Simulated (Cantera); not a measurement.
Input: 1 mol CsOH, 0.045 mol H2, 7.9 mol O2, at 675 °C and 10000 Pa.

Equilibrium computed with Cantera from the NASA thermochemical tables; the gas is ideal and each condensed phase is pure. Candidate condensed phases: Cs, CsOH, H2O; 15 gas species. The numbers say what is thermodynamically allowed, not how fast it happens.

Base state: O2 0.895, CsOH 0.0865, Cs2(OH)2 0.0135, H2O 0.00511 (mole fractions); condensed: gas only.

What changes in the equilibrium state with this change: temperature from 675 °C to 1625 °C?


| species | before | after |
|---|---|---|
| O2 | 0.895 | 0.877 |
| CsOH | 0.0865 | 0.0999 |
| Cs | 2.14e-8 | 0.0107 |
| Cs2(OH)2 | 0.0135 | 3.11e-7 |
| H2O | 0.00511 | 0.0101 |
| O | <1e-9 | 0.000869 |
| CsO | 2.54e-9 | 0.000537 |
| OH | 2.27e-8 | 0.000978 |

What changes in the equilibrium state with this change: H2 from 0.045 to 0.69 mol?


| species | before | after |
|---|---|---|
| O2 | 0.895 | 0.828 |
| CsOH | 0.0865 | 0.0840 |
| H2O | 0.00511 | 0.0756 |
| Cs2(OH)2 | 0.0135 | 0.0128 |

What changes in the equilibrium state with this change: H2 from 0.045 to 0.48 mol?


```json
[
 {"species": "O2", "before": "0.895", "after": "0.849"},
 {"species": "CsOH", "before": "0.0865", "after": "0.0848"},
 {"species": "H2O", "before": "0.00511", "after": "0.0532"},
 {"species": "Cs2(OH)2", "before": "0.0135", "after": "0.0130"}
]
```
